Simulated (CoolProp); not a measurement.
Model: reference Helmholtz-energy equation of state, Thol 2014, in CoolProp.

Q: Give the vapour pressure (kPa), enthalpy of vaporisation (kJ/kg), liquid cp (kJ/(kg K)) of saturated chloromethane (R40) at 274, 287.1, 290.4 K.

A: 
```tsv
T (K)	p (kPa)	enthalpy of vaporisation (kJ/kg)	liquid cp (kJ/(kg K))
274	267	402	1.59
287.1	413	387	1.61
290.4	458	383	1.61
```
